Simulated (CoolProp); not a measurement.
A simple Rankine cycle with propyne: condensing at 325.15 K, boiler at 4.19 MPa, turbine inlet 400.4 K, turbine efficiency 0.85, pump efficiency 0.8, no recuperator. Each further row changes one setting.

Computed with CoolProp (reference Helmholtz-energy equation of state, Polt 1992). This equation is an older, rougher fit; its heat capacities, sound speeds and derivatives of the liquid may be far off and weren't checked against measurements.

| case | thermal efficiency (%) | net work (kJ/kg) | heat in (kJ/kg) | turbine exit temperature (K) | volume ratio over the turbine |
|---|---|---|---|---|---|
| as stated | 10.9 | 52.8 | 485 | 329.7 | 3.66 |
| turbine inlet 420.4 K | 11.4 | 61.8 | 544 | 354.1 | 3.53 |
| condensing temperature 317.15 K | 12.2 | 61.9 | 506 | 320.5 | 4.44 |
| boiler pressure 2.93 MPa | 8.6 | 45.6 | 529 | 355.0 | 2.43 |
| turbine efficiency 0.75 | 9.4 | 45.8 | 485 | 333.1 | 3.73 |
